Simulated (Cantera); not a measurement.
A perfectly stirred reactor is fed with CH4 : H2 : O2 : N2 : H2O = 1 : 0.15 : 1.89 : 12.8 : 0.63 (molar parts), at 5480 Torr; it is adiabatic with a 725 K inlet, and is followed from long to short residence time, starting on the burning branch (τ in s: 0.1, 0.032, 0.01, 0.0033, 0.0011, 0.00034, 0.00011, 3.5e-05, 1.1e-05, 3.6e-06).

Cantera simulation using GRI-Mech 3.0 (53 species, 325 reactions); the numbers are that mechanism's predictions, not measurements.

### Question
What does this change do: inlet temperature 725 to 448 K?

### Answer
```json
[
 {"quantity": "blow-out, bracketed by the residence times tried", "before": "burning at 1.10 ms, out at 0.340 ms", "after": "burning at 3.30 ms, out at 1.10 ms"},
 {"quantity": "x(CH4) at τ = 0.100 s", "before": "6.35e-5", "after": "0.000967"},
 {"quantity": "x(H2) at τ = 0.100 s", "before": "0.00962", "after": "0.00845"},
 {"quantity": "x(O2) at τ = 0.100 s", "before": "0.000132", "after": "0.000845"},
 {"quantity": "x(C2H6) at τ = 0.100 s", "before": "1.24e-8", "after": "3.03e-6"},
 {"quantity": "x(OH) at τ = 0.100 s", "before": "0.000131", "after": "1.68e-5"},
 {"quantity": "x(CH4) at τ = 0.340 ms", "before": "0.0607", "after": "0.0607"},
 {"quantity": "x(H2) at τ = 0.340 ms", "before": "0.00911", "after": "0.00911"},
 {"quantity": "x(O2) at τ = 0.340 ms", "before": "0.115", "after": "0.115"},
 {"quantity": "x(C2H6) at τ = 0.340 ms", "before": "<1e-12", "after": "<1e-12"},
 {"quantity": "x(OH) at τ = 0.340 ms", "before": "<1e-12", "after": "<1e-12"}
]
```

### Question
What does this change do: inlet temperature 725 to 625 K?

### Answer
```json
[
 {"quantity": "blow-out, bracketed by the residence times tried", "before": "burning at 1.10 ms, out at 0.340 ms", "after": "burning at 1.10 ms, out at 0.340 ms"},
 {"quantity": "x(CH4) at τ = 0.100 s", "before": "6.35e-5", "after": "0.000225"},
 {"quantity": "x(H2) at τ = 0.100 s", "before": "0.00962", "after": "0.00962"},
 {"quantity": "x(O2) at τ = 0.100 s", "before": "0.000132", "after": "0.000261"},
 {"quantity": "x(C2H6) at τ = 0.100 s", "before": "1.24e-8", "after": "1.41e-7"},
 {"quantity": "x(OH) at τ = 0.100 s", "before": "0.000131", "after": "5.84e-5"},
 {"quantity": "x(CH4) at τ = 0.340 ms", "before": "0.0607", "after": "0.0607"},
 {"quantity": "x(H2) at τ = 0.340 ms", "before": "0.00911", "after": "0.00911"},
 {"quantity": "x(O2) at τ = 0.340 ms", "before": "0.115", "after": "0.115"},
 {"quantity": "x(C2H6) at τ = 0.340 ms", "before": "<1e-12", "after": "<1e-12"},
 {"quantity": "x(OH) at τ = 0.340 ms", "before": "<1e-12", "after": "<1e-12"}
]
```
